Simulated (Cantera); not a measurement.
Feed: 1 mol C3H6, 0.026 mol NH3, 2.4 mol H2O, held at 2127 °C and 75.0 Torr.

Cantera equilibrium calculation (NASA polynomials, part measured and part estimated; ideal gas, pure solids and liquids). Candidate condensed phases: C, C6H6, C7H8, C8H18, H2O; 136 gas species. The numbers say what is thermodynamically allowed, not how fast it happens.

Base state: H2 0.653, CO 0.299, H 0.0406, C2H2 (acetylene) 0.00455, HCN 0.00132, N2 0.000893, HNC 0.000137, C2H 1.63e-5 (mole fractions); condensed: C(graphite).

Question: What changes in the equilibrium state with this change: temperature from 2127 °C to 1402 °C?

Answer: 
```json
[
 {"species": "H2", "before": "0.653", "after": "0.692"},
 {"species": "CO", "before": "0.299", "after": "0.306"},
 {"species": "N2", "before": "0.000893", "after": "0.00160"},
 {"species": "H", "before": "0.0406", "after": "0.000305"},
 {"species": "C2H", "before": "1.63e-5", "after": "<1e-9"},
 {"species": "C4H2", "before": "1.31e-5", "after": "<1e-9"},
 {"species": "C2H2 (acetylene)", "before": "0.00455", "after": "4.02e-5"},
 {"species": "HNC", "before": "0.000137", "after": "2.98e-6"},
 {"species": "H2O", "before": "6.16e-7", "after": "1.18e-5"},
 {"species": "C(graphite), mol", "before": "0.514", "after": "0.598"}
]
```
